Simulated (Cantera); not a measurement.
Feed: 1 mol TiC, 0.43 mol C, 0.1 mol H₂, at 0.0975 Torr.

These are equilibrium values from Cantera (NASA tables, ideal gas, pure condensed phases), not measurements of a reactor. Candidate condensed phases: C, C₆H₆, C₇H₈, C₈H₁₈, Ti, TiC; 77 gas species. TiC: taken at fixed stoichiometry. Kinetics and transport are ignored.

x: gas mole fraction; n: condensed amount in mol.

| T (K) | x H₂ | x H | x C₂H₂ (acetylene) | x Ti | x C₃ | x C₂H | n C(graphite) | n TiC(s) |
|---|---|---|---|---|---|---|---|---|
| 1773 | 0.975 | 0.0246 | (withheld) | 4.10e-8 | 3.81e-10 | 2.69e-8 | 0.430 | 1.00 |
| 1823 | 0.963 | 0.0373 | (withheld) | 1.36e-7 | 1.76e-9 | 7.60e-8 | 0.430 | 1.00 |
| 1873 | 0.945 | 0.0550 | (withheld) | 4.24e-7 | 7.51e-9 | 2.02e-7 | 0.430 | 1.00 |
| 1923 | 0.920 | 0.0793 | (withheld) | 1.24e-6 | 2.96e-8 | 5.10e-7 | 0.430 | 1.00 |
| 1973 | 0.888 | 0.112 | (withheld) | 3.45e-6 | 1.09e-7 | 1.22e-6 | 0.430 | 1.00 |
| 2023 | 0.846 | 0.153 | (withheld) | 9.11e-6 | 3.73e-7 | 2.77e-6 | 0.430 | 1.000 |
| 2073 | 0.794 | 0.205 | (withheld) | 2.29e-5 | 1.21e-6 | 5.99e-6 | 0.430 | 1.000 |
| 2123 | 0.730 | 0.269 | (withheld) | 5.51e-5 | 3.69e-6 | 1.23e-5 | 0.430 | 1.000 |
| 2173 | 0.656 | 0.343 | (withheld) | 0.000127 | 1.07e-5 | 2.43e-5 | 0.430 | 1.000 |
| 2223 | 0.573 | 0.425 | (withheld) | 0.000283 | 2.95e-5 | 4.55e-5 | 0.430 | 1.000 |
| 2273 | 0.485 | 0.513 | 0.00183 | 0.000607 | 7.76e-5 | 8.15e-5 | 0.430 | 1.000 |
| 2323 | 0.396 | 0.601 | 0.00192 | 0.00126 | 0.000196 | 0.000139 | 0.429 | 1.000 |

**Question.** Some entries are withheld; supply them.

**Answer.** 
- 1773, x C₂H₂ (acetylene): 0.000137
- 1823, x C₂H₂ (acetylene): 0.000203
- 1873, x C₂H₂ (acetylene): 0.000295
- 1923, x C₂H₂ (acetylene): 0.000415
- 1973, x C₂H₂ (acetylene): 0.000569
- 2023, x C₂H₂ (acetylene): 0.000756
- 2073, x C₂H₂ (acetylene): 0.000973
- 2123, x C₂H₂ (acetylene): 0.00121
- 2173, x C₂H₂ (acetylene): 0.00145
- 2223, x C₂H₂ (acetylene): 0.00166
